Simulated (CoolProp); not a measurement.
Saturation properties of C2F6 (R116) (Tc = 293.0 K, pc = 3.048 MPa, ω = 0.257).

The numbers come from the reference Helmholtz-energy equation of state, Lemmon 2006 in CoolProp. It is a short technical equation, of lower accuracy than the large ones.

| T (K) | p (MPa) | vapour density (kg/m³) | vapour viscosity (µPa s) |
|---|---|---|---|
| 230.9 | 0.4978 | 41.53 | 10.7 |
| 235.5 | 0.5875 | 49.04 | 11.0 |
| 240 | 0.6865 | 57.46 | 11.2 |
| 244.6 | 0.7999 | 67.34 | 11.5 |
| 249.1 | 0.9238 | 78.44 | 11.7 |
| 253.7 | 1.065 | 91.52 | 12.1 |
| 258.2 | 1.217 | 106.3 | 12.4 |
| 262.8 | 1.389 | 124.0 | 12.9 |
| 267.4 | 1.579 | 144.9 | 13.4 |
| 271.9 | 1.784 | 169.4 | 14.0 |
| 276.5 | 2.013 | 200.1 | 14.9 |

It boils at 195.1 K under 1 atm.

Viscosity comes from a separate model (Huber 2003), an estimate that may be off by 10 % or more.
